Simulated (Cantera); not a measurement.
Cantera run, input and output.

```python
import numpy as np
import cantera as ct

gas = ct.Solution("gri30.yaml")
gas.TPX = 550, 11000, {'CH4': 1, 'C2H6': 0.48, 'O2': 4.72, 'N2': 17.7}
flame = ct.FreeFlame(gas, width=0.19)
flame.set_refine_criteria(ratio=3, slope=0.08, curve=0.16)
flame.transport_model = "mixture-averaged"
flame.solve(loglevel=0, auto=True)
z, T = flame.grid, flame.T
thick = (T[-1] - T[0]) / np.gradient(T, z).max()
show = ['CH4', 'C2H6', 'O2', 'CH2CO', 'N2O', 'HO2']
print(f"laminar burning velocity  {flame.velocity[0] * 100:.3f} cm/s")
print(f"burnt temperature         {T[-1]:.1f} K")
print(f"thermal thickness         {thick * 1e3:.4f} mm")
print(f"grid points               {len(z)}")
z0 = z[flame.heat_release_rate.argmax()]
print(f"{'z/mm':>9s}{'T/K':>9s}{'u/(m/s)':>9s}" + "".join(f"{s:>11s}" for s in show))
rows = []
for k in (-3, -2, -1.5, -1, -0.5, -0.25, 0, 0.25, 0.5, 1, 2, 4, 8):
    zz = z0 + k * thick
    rows.append([k * thick, np.interp(zz, z, T), np.interp(zz, z, flame.velocity),
                 *(np.interp(zz, z, flame.X[gas.species_index(s)]) for s in show)])
    print(f"{rows[-1][0] * 1e3:9.3f}{rows[-1][1]:9.1f}{rows[-1][2]:9.3f}" + "".join(f"{x:11.3e}" for x in rows[-1][3:]))
```

Result:

```
laminar burning velocity  133.952 cm/s
burnt temperature         2131.5 K
thermal thickness         2.5340 mm
grid points               152
     z/mm      T/K  u/(m/s)        CH4       C2H6         O2      CH2CO        N2O        HO2
   -7.602    550.0    1.340  4.181e-02  2.007e-02  1.974e-01  1.715e-10  1.081e-14  1.292e-07
   -5.068    550.8    1.344  4.174e-02  2.005e-02  1.971e-01  5.838e-09  2.956e-13  2.013e-06
   -3.801    554.4    1.355  4.155e-02  2.000e-02  1.965e-01  5.710e-08  2.473e-12  9.988e-06
   -2.534    587.5    1.442  4.042e-02  1.968e-02  1.937e-01  1.258e-06  4.090e-11  4.424e-05
   -1.267    868.8    2.165  3.209e-02  1.544e-02  1.712e-01  4.289e-05  8.463e-10  7.003e-05
   -0.633   1220.5    3.085  2.031e-02  7.110e-03  1.380e-01  1.745e-04  2.837e-09  1.541e-04
    0.000   1568.4    4.009  6.555e-03  5.847e-04  9.710e-02  2.437e-04  7.390e-09  1.604e-04
    0.633   1706.7    4.375  8.173e-04  4.046e-06  7.176e-02  5.978e-05  1.362e-08  2.401e-05
    1.267   1736.6    4.444  5.656e-05  7.069e-09  6.161e-02  4.352e-06  1.821e-08  3.388e-06
    2.534   1760.3    4.486  2.354e-07  8.235e-14  5.548e-02  1.240e-08  2.078e-08  1.976e-06
    5.068   1789.5    4.541  3.765e-11  5.358e-20  5.247e-02  1.382e-12  2.078e-08  1.786e-06
   10.136   1828.2    4.625  1.015e-14  1.582e-24  5.111e-02  3.934e-16  2.170e-08  1.601e-06
   20.272   1883.6    4.747  6.050e-19  9.487e-31  4.989e-02  1.172e-21  2.411e-08  1.359e-06
```

Detailed kinetics in Cantera: GRI-Mech 3.0 (53 species, 325 reactions). Burning velocities carry a grid error of a few per cent, more on coarse grids.
